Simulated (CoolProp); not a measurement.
Vapour-liquid equilibrium of R245fa (1) + n-pentane (2) at 86.55 °C; x and y are mole fractions of (1).

Model: multi-fluid Helmholtz-energy mixture model, Akasaka 2015 and Thol 2019; pair parameters Bell 2016, in CoolProp.

Give the bubble pressure and the first vapour's composition at x = 0.125, 0.65, 0.725. Is there an azeotrope?

x = 0.125: 0.7239 MPa, y = 0.420; x = 0.65: 1.013 MPa, y = 0.700; x = 0.725: 1.020 MPa, y = 0.735. y crosses x between x = 0.725 and 0.8: the model has an azeotrope there.

Pair parameters are fitted to limited data, so mixtures are less certain than the pure fluids. With so large a gap from Raoult's law the liquid may split in two, which this calculation doesn't test in full.
